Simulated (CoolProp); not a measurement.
Values from CoolProp's reference Helmholtz-energy equation of state, Lemmon 2006. It is a short technical equation, of lower accuracy than the large ones.

Q: For carbonyl sulfide, give the phase and the Z, cp (kJ/(kg K)), expansivity (1/kK), fugacity coefficient at 367.8 K and 7690 kPa; 393.4 K and 7690 kPa; 419 K and 7690 kPa.

A: 
- 367.8 K and 7690 kPa: liquid; Z 0.199, cp 1.98, expansivity 7.99, fugacity coefficient 0.510
- 393.4 K and 7690 kPa: supercritical; Z 0.385, cp 6.13, expansivity 54.6, fugacity coefficient 0.645
- 419 K and 7690 kPa: supercritical; Z 0.619, cp 1.65, expansivity 10.5, fugacity coefficient 0.718
